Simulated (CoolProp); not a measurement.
20 sccm (0 °C, 1 atm) of nitrogen bubbles through liquid n-perfluoropentane at 285.8 K and leaves saturated at a total pressure of 0.15 MPa (ideal gas phase). Each further row changes one setting.

Values from CoolProp's reference Helmholtz-energy equation of state, Gao 2022.

```json
[
 {"case": "as stated", "vapour pressure (kPa)": "52.7", "mole fraction of vapour": "0.351", "delivery (mg/min)": "139", "delivery (sccm)": "(withheld)", "change of delivery for a bath 1 K warmer (%)": "6.8"},
 {"case": "bath temperature 290.8 K", "vapour pressure (kPa)": "64.7", "mole fraction of vapour": "(withheld)", "delivery (mg/min)": "195", "delivery (sccm)": "15.2", "change of delivery for a bath 1 K warmer (%)": "7.4"},
 {"case": "total pressure 0.3 MPa", "vapour pressure (kPa)": "52.7", "mole fraction of vapour": "(withheld)", "delivery (mg/min)": "54.8", "delivery (sccm)": "4.26", "change of delivery for a bath 1 K warmer (%)": "(withheld)"}
]
```

**Question.** What belongs in the gaps?

**Answer.** 
- as stated, delivery (sccm): 10.8
- bath temperature 290.8 K, mole fraction of vapour: 0.432
- total pressure 0.3 MPa, mole fraction of vapour: 0.176
- total pressure 0.3 MPa, change of delivery for a bath 1 K warmer (%): 5.2
